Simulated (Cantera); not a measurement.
A closed system holds: 1 mol SiH4, 0.54 mol H2O, 3.3 mol N2, held at 8.70 Pa.

Cantera equilibrium calculation (NASA polynomials, part measured and part estimated; ideal gas, pure solids and liquids). Candidate condensed phases: H2O, Si, SiO2, Si2N2O, Si3N4; 35 gas species. N2 is the only nitrogen source here; it is nearly inert below about 1500 K, so the nitride shown seldom forms there in practice. Kinetics and transport are ignored. All values below are at 1425 K.

Base state: N2 0.520, H2 0.465, SiO 0.0146, H 0.000499 (mole fractions); condensed: Si2N2O(s).

Q: What changes in the equilibrium state with this change: 0.036 mol Cl2 added?

A: 
```csv
species,before,after
N2,0.520,0.517
H2,0.465,0.455
SiO,0.0146,0.0146
HCl,0,0.0130
SiCl2,0,2.51e-5
Cl,0,1.16e-5
H,0.000499,0.000493
"Si2N2O(s), mol",0.460,0.460
```
Further candidate phases: NH4Cl.
